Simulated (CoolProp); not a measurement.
Propylene along the isotherm 99.85 °C: fugacity coefficient from the reference equation and from simpler models built on Tc = 91.1 °C, pc = 4.555 MPa, ω = 0.146; each cubic takes its own stable root.

Computed with CoolProp (reference Helmholtz-energy equation of state, Lemmon 2013).

```json
[
 {"p (MPa)": "0.142", "phase": "gas", "reference": "0.9901"},
 {"p (MPa)": "0.285", "phase": "gas", "reference": "0.9801"},
 {"p (MPa)": "0.427", "phase": "gas", "reference": "0.9703"},
 {"p (MPa)": "0.569", "phase": "gas", "reference": "0.9605"},
 {"p (MPa)": "0.712", "phase": "gas", "reference": "0.9506"},
 {"p (MPa)": "0.854", "phase": "gas", "reference": "0.9409"},
 {"p (MPa)": "0.996", "phase": "gas", "reference": "0.9312"},
 {"p (MPa)": "1.14", "phase": "gas", "reference": "0.9214"},
 {"p (MPa)": "1.28", "phase": "gas", "reference": "0.9119"},
 {"p (MPa)": "1.42", "phase": "gas", "reference": "0.9024"},
 {"p (MPa)": "1.57", "phase": "gas", "reference": "0.8923"},
 {"p (MPa)": "1.71", "phase": "gas", "reference": "0.8829"},
 {"p (MPa)": "1.85", "phase": "gas", "reference": "0.8734"},
 {"p (MPa)": "1.99", "phase": "gas", "reference": "0.8641"},
 {"p (MPa)": "2.14", "phase": "gas", "reference": "0.8540"},
 {"p (MPa)": "2.28", "phase": "gas", "reference": "0.8447"}
]
```

How far does each simpler model (van der Waals, Redlich-Kwong, Soave-Redlich-Kwong) lie from the reference over these 16 states: mean and median of the absolute difference, and the worst?


- van der Waals: mean 1.0 %, median 1.0 %, worst +1.9 % at 99.85 °C and 2.28 MPa
- Redlich-Kwong: mean 0.0 %, median 0.0 %, worst +0.1 % at 99.85 °C and 2.28 MPa
- Soave-Redlich-Kwong: mean 0.1 %, median 0.1 %, worst +0.2 % at 99.85 °C and 2.28 MPa
